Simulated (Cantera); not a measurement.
# Equilibrium for silicon nitride deposition: SiHCl3 + N2

Input: 1 mol SiHCl3, 0.55 mol N2, held at 1.33 mbar.

Method: chemical equilibrium by Gibbs-energy minimisation in Cantera with the NASA 1993 tables (ideal gas, pure condensed phases). Candidate condensed phases: NH4Cl, Si, Si3N4; 28 gas species. N2 is the only nitrogen source here; it is nearly inert below about 1500 K, so the nitride shown seldom forms there in practice. The tables' values for SiCl3 are old estimates; treat these amounts as uncertain. Equilibrium is a limit: real reactors are often held back by kinetics, nucleation or transport.

From 825 K to 1175 K the condensed part is Si3N4(s). The main Si-bearing gas is SiCl4 throughout.

| T (K) | x HCl | x SiCl4 | x N2 | x H2 | x SiCl3 | x SiCl2 | x SiHCl3 | n Si3N4(s) |
|---|---|---|---|---|---|---|---|---|
| 825 | 0.365 | 0.354 | 0.167 | 0.114 | 1.26e-5 | 3.93e-8 | 0.000137 | 0.135 |
| 875 | 0.378 | 0.350 | 0.164 | 0.107 | 5.02e-5 | 4.17e-7 | 0.000218 | 0.136 |
| 925 | 0.389 | 0.347 | 0.162 | 0.101 | 0.000173 | 3.41e-6 | 0.000327 | 0.138 |
| 975 | 0.399 | 0.343 | 0.160 | 0.0960 | 0.000521 | 2.24e-5 | 0.000471 | 0.139 |
| 1025 | 0.408 | 0.340 | 0.159 | 0.0913 | 0.00141 | 0.000122 | 0.000653 | 0.141 |
| 1075 | 0.415 | 0.335 | 0.158 | 0.0871 | 0.00346 | 0.000565 | 0.000875 | 0.141 |
| 1125 | 0.420 | 0.328 | 0.158 | 0.0833 | 0.00776 | 0.00226 | 0.00113 | 0.141 |
| 1175 | 0.422 | 0.315 | 0.159 | 0.0796 | 0.0160 | 0.00791 | 0.00140 | 0.139 |
x: gas mole fraction; n: condensed amount in mol.
